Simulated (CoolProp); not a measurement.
Methanol at several states: density (kg/m³) from the reference equation and from simpler models built on Tc = 513.4 K, pc = 8.216 MPa, ω = 0.565; each cubic takes its own stable root.

Computed with CoolProp (reference Helmholtz-energy equation of state, de Reuck 1993).

```tsv
T (K)	p (MPa)	phase	reference
407.9	0.0113	gas	0.1069
619.6	0.659	gas	4.154
529.4	12.4	supercritical	401.7
227.4	3.57	liquid	855.7
377.8	34.7	liquid	749.5
```

Problem. How far does each simpler model (van der Waals, Redlich-Kwong, Peng-Robinson) lie from the reference over these 5 states: mean and median of the absolute difference, and the worst?

Solution. 
- van der Waals: mean 27.7 %, median 38.4 %, worst -51.1 % at 227.4 K and 3.57 MPa
- Redlich-Kwong: mean 17.2 %, median 27.3 %, worst -29.6 % at 529.4 K and 12.4 MPa
- Peng-Robinson: mean 12.0 %, median 15.2 %, worst -29.4 % at 529.4 K and 12.4 MPa
